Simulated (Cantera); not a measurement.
A closed system holds: 1 mol N₂O, 1.1 mol O₂, 0.088 mol H₂O, held at 1825 K and 10000 Pa.

Method: chemical equilibrium by Gibbs-energy minimisation in Cantera with the NASA 1993 tables (ideal gas, pure condensed phases). Candidate condensed phases: H₂O; 24 gas species. The numbers say what is thermodynamically allowed, not how fast it happens.

Base state: O₂ 0.592, N₂ 0.369, H₂O 0.0322, NO 0.00519, OH 0.00105, O 0.000374 (mole fractions); condensed: gas only.

Q: What changes in the equilibrium state with this change: temperature from 1825 K to 1273 K?

A: 
```json
[
 {"species": "O₂", "before": "0.592", "after": "0.595"},
 {"species": "N₂", "before": "0.369", "after": "0.372"},
 {"species": "H₂O", "before": "0.0322", "after": "0.0327"},
 {"species": "NO", "before": "0.00519", "after": "0.000383"},
 {"species": "O", "before": "0.000374", "after": "2.62e-7"},
 {"species": "OH", "before": "0.00105", "after": "1.01e-5"}
]
```

Q: What changes in the equilibrium state with this change: pressure from 10000 Pa to 3600 Pa?

A: 
| species | before | after |
|---|---|---|
| O₂ | 0.592 | 0.592 |
| N₂ | 0.369 | 0.369 |
| H₂O | 0.0322 | 0.0320 |
| OH | 0.00105 | 0.00135 |
| O | 0.000374 | 0.000623 |
| H₂ | 8.97e-6 | 1.49e-5 |
| NO | 0.00519 | 0.00519 |
